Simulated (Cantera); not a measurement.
## Equilibrium for silicon etching in halogen gases: Si + NF₃ + N₂

Feed: 1 mol Si, 1.4 mol NF₃, 17 mol N₂, held at 13.3 mbar.

These are equilibrium values from Cantera (NASA tables, ideal gas, pure condensed phases), not measurements of a reactor. Candidate condensed phases: Si, Si₃N₄; 16 gas species. Kinetics and transport are ignored.

From 748 K to 1198 K nothing is condensed. The main Si-bearing gas is SiF₄ throughout.

| T (K) | x N₂ | x SiF₄ | x F | x F₂ | x NF₃ | x NF₂ |
|---|---|---|---|---|---|---|
| 748 | 0.941 | 0.0532 | 0.00193 | 0.00397 | 0.000257 | 4.51e-9 |
| 798 | 0.940 | 0.0531 | 0.00398 | 0.00324 | 5.09e-5 | 5.20e-9 |
| 848 | 0.938 | 0.0530 | 0.00652 | 0.00203 | 7.90e-6 | 4.42e-9 |
| 898 | 0.937 | 0.0530 | 0.00864 | 0.000977 | 9.43e-7 | 2.78e-9 |
| 948 | 0.937 | 0.0529 | 0.00980 | 0.000394 | 9.65e-8 | 1.43e-9 |
| 998 | 0.937 | 0.0529 | 0.0103 | 0.000152 | 1.02e-8 | 6.89e-10 |
| 1048 | 0.937 | 0.0529 | 0.0105 | 6.11e-5 | 1.23e-9 | 3.37e-10 |
| 1098 | 0.937 | 0.0529 | 0.0105 | 2.61e-5 | 1.76e-10 | 1.73e-10 |
| 1148 | 0.937 | 0.0529 | 0.0106 | 1.19e-5 | 2.95e-11 | 9.32e-11 |
| 1198 | 0.937 | 0.0529 | 0.0106 | 5.79e-6 | 5.72e-12 | 5.27e-11 |
x: gas mole fraction; nothing condenses.
